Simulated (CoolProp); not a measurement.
Vapour-liquid equilibrium of dimethyl ether (1) + R227EA (2) at 541 kPa; x and y are mole fractions of (1).

Values from CoolProp's multi-fluid Helmholtz-energy mixture model, Wu 2011 and Lemmon 2016; pair parameters Bell 2016.

| x | bubble temperature, mixture model (K) | bubble temperature, Raoult's law (K) | y, mixture model | y, Raoult's law |
|---|---|---|---|---|
| 0.05 | 305.2 | 303.5 | 0.024 | 0.063 |
| 0.125 | 307.1 | 302.7 | 0.079 | 0.155 |
| 0.2 | 308.7 | 302.0 | 0.155 | 0.244 |
| 0.275 | 309.6 | 301.4 | 0.250 | 0.329 |
| 0.35 | 309.8 | 300.7 | 0.358 | 0.410 |
| 0.425 | 309.3 | 300.0 | 0.471 | 0.489 |
| 0.5 | 308.1 | 299.3 | 0.581 | 0.564 |
| 0.575 | 306.4 | 298.7 | 0.681 | 0.637 |
| 0.65 | 304.5 | 298.0 | 0.766 | 0.707 |
| 0.725 | 302.4 | 297.4 | 0.838 | 0.774 |
| 0.8 | 300.3 | 296.8 | 0.895 | 0.839 |
| 0.875 | 298.3 | 296.2 | 0.942 | 0.901 |
| 0.95 | 296.4 | 295.6 | 0.979 | 0.961 |

The largest gap from Raoult's law is +9.3 K in bubble temperature, at x = 0.425. y crosses x between x = 0.275 and 0.35: the model has an azeotrope there.

The pair parameters rest on a limited set of measurements; away from them the model extrapolates.
